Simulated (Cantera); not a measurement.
Cantera with NASA thermochemical tables; ideal gases at 1 bar, condensed phases pure. Values are per mole of reaction as written; species without (g) are pure solids or liquids, kept so even where they would boil at 1 bar.

a) 2 H2(g) + O2(g) ⇌ 2 H2O(g)
b) V + O2(g) ⇌ VO2(g)
c) 2 Ti + O2(g) ⇌ 2 TiO(g)
d) 0.8 Ta + O2(g) ⇌ 0.4 Ta2O5

### Question
Order these by ΔG° at 1748 K, most negative first.

### Answer
d (-520 kJ), a (-300 kJ), b (-273 kJ), c (-208 kJ)
